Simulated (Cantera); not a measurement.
Charge: 1 mol SiH2Cl2, 6.6 mol NO, 1.8 mol N2, equilibrated at 7.00 Pa.

Equilibrium computed with Cantera from the NASA thermochemical tables; the gas is ideal and each condensed phase is pure. Candidate condensed phases: H2O, NH4Cl, Si, SiO2, Si2N2O, Si3N4; 47 gas species. The tables hold silica as quartz up to 1696 K and as liquid above; real silica turns to tridymite and cristobalite and melts near 1996 K. Rates play no part.

**Question.** Which condensed phases are stable at each of these points (T (K)): 1250, 1325, 1400, 1475, 1550, 1625, 1700, 1775, 1850, 1925, 2000, 2075?

**Answer.** 
```csv
T (K),condensed phases,Si condensed (%)
1250,SiO2(β-quartz),100.0
1325,SiO2(β-quartz),100.0
1400,SiO2(β-quartz),100.0
1475,SiO2(β-quartz),100.0
1550,SiO2(β-quartz),100.0
1625,SiO2(β-quartz),100.0
1700,SiO2(condensed),100.0
1775,SiO2(condensed),99.7
1850,SiO2(condensed),98.0
1925,SiO2(condensed),85.6
2000,SiO2(l),1.5
2075,gas only,0.0
```

From 1250 K to 1625 K the condensed part is SiO2(β-quartz). From 1700 K to 1925 K the condensed part is SiO2(condensed). At 2000 K the condensed part is SiO2(l). At 2075 K nothing is condensed.
